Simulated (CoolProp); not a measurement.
Vapour-liquid equilibrium of toluene (1) + n-dodecane (2) at 0.338 bar; x and y are mole fractions of (1).

Computed with CoolProp (multi-fluid Helmholtz-energy mixture model, Lemmon 2006 and Lemmon 2004; pair parameters Bell 2016).

**Question.** Give the bubble temperature and the first vapour's composition at x = 0.125, 0.35, 0.65. Is there an azeotrope?

**Answer.** x = 0.125: 415.6 K, y = 0.693; x = 0.35: 381.4 K, y = 0.943; x = 0.65: 361.3 K, y = 0.988. No azeotrope shows between x = 0.05 and 0.95.

The pair parameters rest on a limited set of measurements; away from them the model extrapolates. The gap from Raoult's law changes sign with composition, which may be real or a fault of the pair parameters; it wasn't checked against measurements.
